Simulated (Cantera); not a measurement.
Input: 1 mol SiH2Cl2, 1.1 mol HCl, 75 mol N2, 0.05 mol Cl2, at 1000 Pa.

Equilibrium computed with Cantera from the NASA thermochemical tables; the gas is ideal and each condensed phase is pure. Candidate condensed phases: NH4Cl, Si, Si3N4; 28 gas species. N2 is the only nitrogen source here; it is nearly inert below about 1500 K, so the nitride shown seldom forms there in practice. Rates play no part.

Q: Which condensed phases are stable at each of these points (T (°C)): 1150, 1200, 1250, 1300, 1350, 1400, 1450?

A: 
```json
[
 {"T (°C)": "1150", "condensed phases": "Si3N4(s)", "Si condensed (%)": "57.3"},
 {"T (°C)": "1200", "condensed phases": "Si3N4(s)", "Si condensed (%)": "45.2"},
 {"T (°C)": "1250", "condensed phases": "Si3N4(s)", "Si condensed (%)": "32.4"},
 {"T (°C)": "1300", "condensed phases": "Si3N4(s)", "Si condensed (%)": "19.7"},
 {"T (°C)": "1350", "condensed phases": "Si3N4(s)", "Si condensed (%)": "7.8"},
 {"T (°C)": "1400", "condensed phases": "gas only", "Si condensed (%)": "0.0"},
 {"T (°C)": "1450", "condensed phases": "gas only", "Si condensed (%)": "0.0"}
]
```

From 1150 °C to 1350 °C the condensed part is Si3N4(s). From 1400 °C to 1450 °C nothing is condensed.
